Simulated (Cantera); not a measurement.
Equilibrium for fluorocarbon and chlorocarbon gases: CCl₄ + CH₄ + H₂

Feed: 1 mol CCl₄, 1.4 mol CH₄, 0.095 mol H₂, equilibrated at 0.533 Torr.

These are equilibrium values from Cantera (NASA tables, ideal gas, pure condensed phases), not measurements of a reactor. Candidate condensed phases: C, C₆H₆, C₇H₈, C₈H₁₈; 91 gas species. The tables' values for CCl are old estimates; treat these amounts as uncertain. The numbers say what is thermodynamically allowed, not how fast it happens.

From 1450 °C to 2450 °C the condensed part is C(graphite). From 2650 °C to 2850 °C nothing is condensed. The main C-bearing gas is C₂H₂ (acetylene) at 1450 °C and C₃ at 2850 °C.

| T (°C) | x HCl | x H | x Cl | x H₂ | x C | x C₃ | x C₂ | n C(graphite) |
|---|---|---|---|---|---|---|---|---|
| 1450 | 0.802 | 0.00294 | 0.00988 | 0.185 | 4.18e-11 | 1.38e-11 | 1.13e-12 | 2.40 |
| 1650 | 0.747 | 0.0155 | 0.0453 | 0.192 | 7.63e-9 | 5.42e-9 | 4.53e-10 | 2.40 |
| 1850 | 0.605 | 0.0604 | 0.133 | 0.201 | 5.20e-7 | 6.75e-7 | 5.82e-8 | 2.40 |
| 2050 | 0.380 | 0.175 | 0.260 | 0.184 | 1.71e-5 | 3.59e-5 | 3.20e-6 | 2.39 |
| 2250 | 0.166 | 0.356 | 0.358 | 0.117 | 0.000321 | 0.000998 | 9.23e-5 | 2.35 |
| 2450 | 0.0508 | 0.491 | 0.388 | 0.0447 | 0.00390 | 0.0168 | 0.00161 | 1.82 |
| 2650 | 0.0127 | 0.512 | 0.368 | 0.0121 | 0.0230 | 0.0604 | 0.00884 | 0 |
| 2850 | 0.00375 | 0.513 | 0.359 | 0.00362 | 0.0652 | 0.0405 | 0.0142 | 0 |
x: gas mole fraction; n: condensed amount in mol.
